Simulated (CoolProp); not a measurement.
Computed with CoolProp (reference Helmholtz-energy equation of state, Lemmon 2006). It is a short technical equation, of lower accuracy than the large ones.

**Question.** Give the vapour pressure (bar), liquid cp (kJ/(kg K)), vapour Z, vapour viscosity (µPa s) of saturated hydrogen sulfide at 20.35, 45.15 °C.

**Answer.** 
```csv
T (°C),p (bar),liquid cp (kJ/(kg K)),vapour Z,vapour viscosity (µPa s)
20.35,18.0,2.21,0.832,11.1
45.15,32.0,2.48,0.748,12.4
```

Viscosity comes from a separate model (Quiñones-Cisneros 2012).
